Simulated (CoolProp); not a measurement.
Vapour-liquid equilibrium of n-octane (1) + ethylbenzene (2) at 10.2 bar; x and y are mole fractions of (1).

Computed with CoolProp (multi-fluid Helmholtz-energy mixture model, Beckmüller 2019 and Zhou 2012; pair parameters Bell 2016).

Q: Give the bubble temperature and the first vapour's composition at x = 0.425, 0.725, 0.8. Is there an azeotrope?

A: x = 0.425: 241.0 °C, y = 0.469; x = 0.725: 237.3 °C, y = 0.747; x = 0.8: 236.6 °C, y = 0.815. No azeotrope shows between x = 0.05 and 0.95.

Pair parameters are fitted to limited data, so mixtures are less certain than the pure fluids.
